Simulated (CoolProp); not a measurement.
Model: reference Helmholtz-energy equation of state, Polt 1992, in CoolProp. This equation is an older, rougher fit.

Task: For cyclopropane, give the phase and the Joule-Thomson coefficient (K/MPa) at 80.05 °C and 101 kPa.

Result: 
- 80.05 °C and 101 kPa: gas; Joule-Thomson coefficient 12.9
